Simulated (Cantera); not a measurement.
Abatement and gas-phase synthesis: SO₂ + H₂

Charge: 1 mol SO₂, 0.04 mol H₂, at 81000 Pa.

These are equilibrium values from Cantera (NASA tables, ideal gas, pure condensed phases), not measurements of a reactor. Candidate condensed phases: H₂O, H₂SO₄, S; 19 gas species. The numbers say what is thermodynamically allowed, not how fast it happens.

From 2450 K to 3350 K nothing is condensed.

| T (K) | log p SO₂ | log p SO | log p O | log p O₂ | log p S | log p H₂O | log p OH | log p H |
|---|---|---|---|---|---|---|---|---|
| 2450 | -0.14 | -1.40 | -3.07 | -2.24 | -3.25 | -1.56 | -2.58 | -3.08 |
| 2550 | -0.15 | -1.30 | -2.72 | -1.96 | -3.05 | -1.59 | -2.39 | -2.87 |
| 2650 | -0.16 | -1.19 | -2.41 | -1.75 | -2.84 | -1.62 | -2.23 | -2.67 |
| 2750 | -0.18 | -1.08 | -2.14 | -1.57 | -2.62 | -1.67 | -2.09 | -2.48 |
| 2850 | -0.21 | -0.98 | -1.90 | -1.43 | -2.40 | -1.73 | -1.98 | -2.31 |
| 2950 | -0.25 | -0.89 | -1.68 | -1.31 | -2.20 | -1.81 | -1.89 | -2.16 |
| 3050 | -0.29 | -0.81 | -1.48 | -1.21 | -2.00 | -1.92 | -1.82 | -2.03 |
| 3150 | -0.35 | -0.74 | -1.30 | -1.14 | -1.82 | -2.05 | -1.78 | -1.92 |
| 3250 | -0.42 | -0.68 | -1.14 | -1.08 | -1.65 | -2.21 | -1.76 | -1.83 |
| 3350 | -0.50 | -0.64 | -1.00 | -1.04 | -1.50 | -2.40 | -1.77 | -1.77 |
log p: log10 of the partial pressure in bar; nothing condenses.
